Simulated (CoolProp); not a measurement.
Properties of tetrahydrofuran along the isotherm 6.85 °C (Tc = 267.0 °C, pc = 5.304 MPa, ω = 0.234).

The numbers come from the reference Helmholtz-energy equation of state, Fiedler 2023 in CoolProp.

```
p (MPa)   phase  density (kg/m³)  cp (kJ/(kg K))  cv (kJ/(kg K))  speed of sound (m/s)  fugacity coefficient
-------  ------  ---------------  --------------  --------------  --------------------  --------------------
0.497    liquid            902.1           1.660           1.144                  1368               0.01868
0.995    liquid            902.5           1.660           1.144                  1370              0.009491
1.49     liquid            902.9           1.659           1.144                  1372              0.006446
1.99     liquid            903.3           1.659           1.144                  1375              0.004910
2.49     liquid            903.7           1.658           1.145                  1377              0.003992
2.98     liquid            904.0           1.658           1.145                  1379              0.003392
3.48     liquid            904.4           1.657           1.145                  1381              0.002955
3.98     liquid            904.8           1.656           1.145                  1384              0.002628
4.48     liquid            905.2           1.656           1.146                  1386              0.002375
4.97     liquid            905.5           1.655           1.146                  1388              0.002177
5.47     liquid            905.9           1.655           1.146                  1390              0.002012
5.97     liquid            906.3           1.654           1.146                  1393              0.001876
6.46     liquid            906.6           1.654           1.147                  1395              0.001763
6.96     liquid            907.0           1.653           1.147                  1397              0.001664
7.46     liquid            907.4           1.653           1.147                  1399              0.001579
7.96     liquid            907.7           1.652           1.147                  1402              0.001506
```
